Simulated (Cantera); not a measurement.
NO annealing gas

An isothermal, constant-pressure homogeneous reactor starts with NO : N2 = 1 : 0.26 (molar parts), at 2223 K and 0.0434 atm.

Model: GRI-Mech 3.0 (53 species, 325 reactions), integrated in Cantera. Radical loss at walls, strong at low pressure, is not modelled.

```csv
t (s),x NO,x N2,x O2,x N2O,x O
8.00e-5,0.794,0.206,6.23e-8,1.09e-5,1.12e-5
0.000258,0.794,0.206,6.61e-7,3.38e-5,3.71e-5
0.000831,0.793,0.206,7.38e-6,9.71e-5,0.000130
0.00268,0.793,0.207,9.19e-5,0.000219,0.000487
0.00863,0.789,0.208,0.00115,0.000274,0.00156
0.0278,0.772,0.216,0.00875,0.000226,0.00267
0.0896,0.708,0.248,0.0401,0.000169,0.00376
0.289,0.483,0.360,0.151,6.38e-5,0.00612
0.931,0.113,0.544,0.334,2.98e-6,0.00869
3.00,0.0191,0.591,0.381,1.84e-7,0.00925
```
x: mole fraction; the columns are a selection and need not sum to one.

Equilibrium at this temperature and pressure: NO 0.0156, N2 0.593, O2 0.383, N2O 1.58e-7, O 0.00927 (gas phase only).
